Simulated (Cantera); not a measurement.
Charge: 1 mol SiC, 0.8 mol CO₂, 75 mol H₂, equilibrated at 1198.15 K and 15.8 Torr.

Method: chemical equilibrium by Gibbs-energy minimisation in Cantera with the NASA 1993 tables (ideal gas, pure condensed phases). Candidate condensed phases: C, C₆H₆, C₇H₈, C₈H₁₈, H₂O, Si, SiC, SiO₂; 123 gas species. Mutual solubility and eutectic melting of coexisting phases are not modelled. The tables hold silica as quartz up to 1696 K and as liquid above; real silica turns to tridymite and cristobalite and melts near 1996 K. Rates play no part.

Base state: H₂ 0.997, CO 0.00247, CH₄ 0.000335 (mole fractions); condensed: C(graphite) + SiC(s) + SiO₂(β-quartz).

Task: What changes in the equilibrium state with this change: CO₂ from 0.8 to 1.5 mol?

Result: 
```json
[
 {"species": "H₂", "before": "0.997", "after": "0.987"},
 {"species": "CO", "before": "0.00247", "after": "0.0132"},
 {"species": "CH₄", "before": "0.000335", "after": "0.000327"},
 {"species": "C(graphite), mol", "before": "1.30", "after": "1.48"},
 {"species": "SiC(s), mol", "before": "0.293", "after": "0"},
 {"species": "SiO₂(β-quartz), mol", "before": "0.707", "after": "1.000"}
]
```
